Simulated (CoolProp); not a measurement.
Carbon monoxide at 332.47 K and 7.61 MPa is throttled through a valve to 3.95 MPa with no heat exchange. Each further row changes one setting.

Model: reference Helmholtz-energy equation of state, Lemmon 2006, in CoolProp. It is a short technical equation, of lower accuracy than the large ones.

| case | temperature change (K) | final phase | final density (kg/m³) |
|---|---|---|---|
| as stated | … | supercritical | … |
| outlet pressure 1.19 MPa | … | gas | 12.5 |
| outlet pressure 5.14 MPa | … | supercritical | … |

Problem. Complete the blanks.

Solution. 
- as stated, temperature change (K): -5.8
- as stated, final density (kg/m³): 40.8
- outlet pressure 1.19 MPa, temperature change (K): -11.1
- outlet pressure 5.14 MPa, temperature change (K): -3.8
- outlet pressure 5.14 MPa, final density (kg/m³): 52.6
